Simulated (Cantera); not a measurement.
What does this Cantera script print?

```python
import numpy as np
import cantera as ct

gas = ct.Solution("gri30.yaml")
gas.TPX = 373, 1000000, {'CH4': 1, 'C2H6': 0.068, 'C3H8': 0.83, 'O2': 4.56, 'N2': 12.8}
flame = ct.FreeFlame(gas, width=0.008)
flame.set_refine_criteria(ratio=3, slope=0.08, curve=0.16)
flame.transport_model = "mixture-averaged"
flame.solve(loglevel=0, auto=True)
z, T = flame.grid, flame.T
thick = (T[-1] - T[0]) / np.gradient(T, z).max()
show = ['CH4', 'C2H6', 'C3H8', 'H2O', 'C2H2', 'OH']
print(f"laminar burning velocity  {flame.velocity[0] * 100:.3f} cm/s")
print(f"burnt temperature         {T[-1]:.1f} K")
print(f"thermal thickness         {thick * 1e3:.4f} mm")
print(f"grid points               {len(z)}")
z0 = z[flame.heat_release_rate.argmax()]
print(f"{'z/mm':>9s}{'T/K':>9s}{'u/(m/s)':>9s}" + "".join(f"{s:>11s}" for s in show))
rows = []
for k in (-3, -2, -1.5, -1, -0.5, -0.25, 0, 0.25, 0.5, 1, 2, 4, 8):
    zz = z0 + k * thick
    rows.append([k * thick, np.interp(zz, z, T), np.interp(zz, z, flame.velocity),
                 *(np.interp(zz, z, flame.X[gas.species_index(s)]) for s in show)])
    print(f"{rows[-1][0] * 1e3:9.3f}{rows[-1][1]:9.1f}{rows[-1][2]:9.3f}" + "".join(f"{x:11.3e}" for x in rows[-1][3:]))
```

Result:

```
laminar burning velocity  31.223 cm/s
burnt temperature         2336.5 K
thermal thickness         0.0617 mm
grid points               145
     z/mm      T/K  u/(m/s)        CH4       C2H6       C3H8        H2O       C2H2         OH
   -0.185    373.1    0.313  5.180e-02  3.524e-03  4.302e-02  2.885e-05  4.113e-08  3.537e-15
   -0.123    375.8    0.317  5.148e-02  3.509e-03  4.284e-02  4.629e-04  1.241e-06  2.637e-12
   -0.093    392.0    0.332  5.074e-02  3.484e-03  4.256e-02  2.794e-03  1.207e-05  2.366e-10
   -0.062    507.1    0.437  4.759e-02  3.404e-03  4.130e-02  1.751e-02  1.389e-04  2.865e-08
   -0.031   1050.1    0.946  3.559e-02  3.115e-03  2.844e-02  7.753e-02  1.258e-03  4.141e-06
   -0.015   1514.9    1.414  2.503e-02  2.399e-03  9.668e-03  1.255e-01  2.797e-03  6.539e-05
    0.000   1946.8    1.863  1.176e-02  4.137e-04  1.840e-04  1.690e-01  4.916e-03  5.322e-04
    0.015   2174.3    2.091  3.824e-03  2.287e-05  1.057e-07  1.892e-01  3.726e-03  1.145e-03
    0.031   2262.0    2.174  1.436e-03  2.666e-06  1.064e-09  1.941e-01  2.025e-03  1.316e-03
    0.062   2311.7    2.217  4.186e-04  1.621e-07  1.666e-11  1.936e-01  7.575e-04  1.081e-03
    0.123   2329.6    2.232  1.202e-04  8.019e-09  1.986e-13  1.918e-01  2.246e-04  7.321e-04
    0.247   2335.0    2.237  2.812e-05  2.989e-10  1.579e-15  1.912e-01  4.700e-05  5.483e-04
    0.494   2336.3    2.238  2.949e-06  2.959e-12  2.385e-18  1.912e-01  4.352e-06  4.886e-04
```

Computed with Cantera and GRI-Mech 3.0 (53 species, 325 reactions). GRI-Mech 3.0 was tuned for natural gas; its chemistry of propane as a main component is partial and can be far from experiment. Burning velocities carry a grid error of a few per cent, more on coarse grids.
